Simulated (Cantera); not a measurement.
**Hydrogen reduction and annealing atmospheres: Cu₂O + H₂ + H₂O**

Charge: 1 mol Cu₂O, 47 mol H₂, 3.8 mol H₂O, at 98.0 Pa.

Equilibrium computed with Cantera from the NASA thermochemical tables; the gas is ideal and each condensed phase is pure. Candidate condensed phases: Cu, CuO, Cu(OH)₂, Cu₂O, H₂O; 12 gas species. The numbers say what is thermodynamically allowed, not how fast it happens.

From 1723 K to 2173 K nothing is condensed. The main Cu-bearing gas is Cu throughout.

```json
[
 {"T (K)": "1723", "log p H₂": "-3.07", "log p H": "-5.27", "log p H₂O": "-4.05", "log p Cu": "-4.43", "log p OH": "-7.52", "log p O": "-9.82", "log p O₂": "-11.15", "log p Cu₂": "-8.06"},
 {"T (K)": "1798", "log p H₂": "-3.07", "log p H": "-4.99", "log p H₂O": "-4.05", "log p Cu": "-4.43", "log p OH": "-7.15", "log p O": "-9.18", "log p O₂": "-10.51", "log p Cu₂": "-8.31"},
 {"T (K)": "1873", "log p H₂": "-3.08", "log p H": "-4.73", "log p H₂O": "-4.06", "log p Cu": "-4.43", "log p OH": "-6.82", "log p O": "-8.59", "log p O₂": "-9.92", "log p Cu₂": "-8.54"},
 {"T (K)": "1948", "log p H₂": "-3.08", "log p H": "-4.49", "log p H₂O": "-4.06", "log p Cu": "-4.44", "log p OH": "-6.51", "log p O": "-8.04", "log p O₂": "-9.38", "log p Cu₂": "-8.76"},
 {"T (K)": "2023", "log p H₂": "-3.10", "log p H": "-4.27", "log p H₂O": "-4.07", "log p Cu": "-4.44", "log p OH": "-6.22", "log p O": "-7.53", "log p O₂": "-8.87", "log p Cu₂": "-8.96"},
 {"T (K)": "2098", "log p H₂": "-3.11", "log p H": "-4.07", "log p H₂O": "-4.08", "log p Cu": "-4.45", "log p OH": "-5.96", "log p O": "-7.06", "log p O₂": "-8.40", "log p Cu₂": "-9.16"},
 {"T (K)": "2173", "log p H₂": "-3.14", "log p H": "-3.88", "log p H₂O": "-4.09", "log p Cu": "-4.46", "log p OH": "-5.71", "log p O": "-6.62", "log p O₂": "-7.95", "log p Cu₂": "-9.35"}
]
```
log p: log10 of the partial pressure in bar; nothing condenses.
